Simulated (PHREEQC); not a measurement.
Model water analysis in mg/L, 20 °C, pH 3.07, pe 10: Na 12.2; K 32.3; Ca 64.9; Mg 6.61; Cl 19.6; S(6) as SO4 301; Zn 0.56; O(0) (dissolved oxygen) 0.534; Li 0.0109.

Valence states are taken as typed.

Equilibrium calculation in PHREEQC: ion-association model, phreeqc.dat.

Precipitation was switched off in this run.

Order these Zn species by the share of Zn that they hold, largest first: Zn(SO4)2-2, ZnSO4, Zn+2.

Zn+2 (78 %), ZnSO4 (21 %), Zn(SO4)2-2 (0.47 %)

Order these S species by the share of S that they hold, largest first: CaSO4, SO4-2, HSO4-, MgSO4, KSO4-.

SO4-2 (84 %), CaSO4 (8.7 %), HSO4- (4.7 %), MgSO4 (1.7 %), KSO4- (0.30 %)

The pH is 3.07 and the ionic strength 0.00992 mol/kgw.
